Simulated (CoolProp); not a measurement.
A simple Rankine cycle with R1233zd(E): condensing at 321.15 K, boiler at 2.37 MPa, turbine inlet 429.9 K, turbine efficiency 0.65, pump efficiency 0.7, no recuperator. Each further row changes one setting.

Model: reference Helmholtz-energy equation of state, Akasaka 2022, in CoolProp.

| case | thermal efficiency (%) | net work (kJ/kg) | heat in (kJ/kg) | turbine exit temperature (K) | volume ratio over the turbine |
|---|---|---|---|---|---|
| as stated | 10.7 | 26.3 | 246 | … | 10.3 |
| turbine inlet 449.9 K | 10.7 | 29.2 | 271 | … | 9.59 |
| condensing temperature 313.15 K | 11.6 | … | 256 | 362.9 | … |
| boiler pressure 1.66 MPa | 9.4 | 24.5 | 260 | 384.3 | … |
| turbine efficiency 0.55 | 8.9 | 21.8 | 246 | 372.5 | 10.4 |

Task: What belongs in the gaps?

Result: 
- as stated, turbine exit temperature (K): 367.6
- turbine inlet 449.9 K, turbine exit temperature (K): 391.7
- condensing temperature 313.15 K, net work (kJ/kg): 29.6
- condensing temperature 313.15 K, volume ratio over the turbine: 13.1
- boiler pressure 1.66 MPa, volume ratio over the turbine: 6.44
